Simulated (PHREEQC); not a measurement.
0.5 g of hydrous ferric oxide (600 m²/g; 0.2 weak and 0.005 strong sites per Fe, Dzombak-Morel constants, diffuse double layer) in 1 kg of water with 0.001 mol/kgw of an inert sodium salt and 0.00016 mol/kgw NaF and 6.2e-05 mol/kgw Ag2SO4, at 25 °C; the pH is set by adding NaOH or the inert anion's acid. Oxygen is held at 0.21 atm. The system is closed to CO2. No solid was allowed to form.

Model: ion-association model, wateq4f.dat, run in PHREEQC.

Problem. Predict F sorbed (%), S sorbed (%), Ag sorbed (%), surface charge σ (C/m²) at pH = 5.5, 10.5.

Solution. 
```tsv
pH	F sorbed (%)	S sorbed (%)	Ag sorbed (%)	surface charge σ (C/m²)
5.5	79.1	98.4	6.9	0.024
10.5	0.0	0.0	99.3	-0.031
```

Species that the database lacks are ignored.
